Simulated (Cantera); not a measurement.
Charge: 1 mol Si, 21 mol HCl, 0.71 mol N₂, 5.4 mol NF₃, equilibrated at 0.130 bar.

These are equilibrium values from Cantera (NASA tables, ideal gas, pure condensed phases), not measurements of a reactor. Candidate condensed phases: NH₄Cl, Si, Si₃N₄; 49 gas species. The numbers say what is thermodynamically allowed, not how fast it happens. All values below are at 775 °C.

Base state: HF 0.387, HCl 0.279, Cl₂ 0.193, N₂ 0.108, SiF₄ 0.0317, Cl 0.000939 (mole fractions); condensed: gas only.

What changes in the equilibrium state with this change: pressure from 0.130 bar to 2.40 Pa?


| species | before | after |
|---|---|---|
| HF | 0.387 | 0.375 |
| HCl | 0.279 | 0.271 |
| Cl₂ | 0.193 | 0.156 |
| Cl | 0.000939 | 0.0622 |
| N₂ | 0.108 | 0.105 |
| SiF₄ | 0.0317 | 0.0307 |

What changes in the equilibrium state with this change: pressure from 0.130 bar to 72.0 mbar?


```
species    before    after
-------  --------  -------
HF          0.387    0.387
HCl         0.279    0.279
Cl₂         0.193    0.193
Cl       0.000939  0.00126
N₂          0.108    0.108
SiF₄       0.0317   0.0317
```
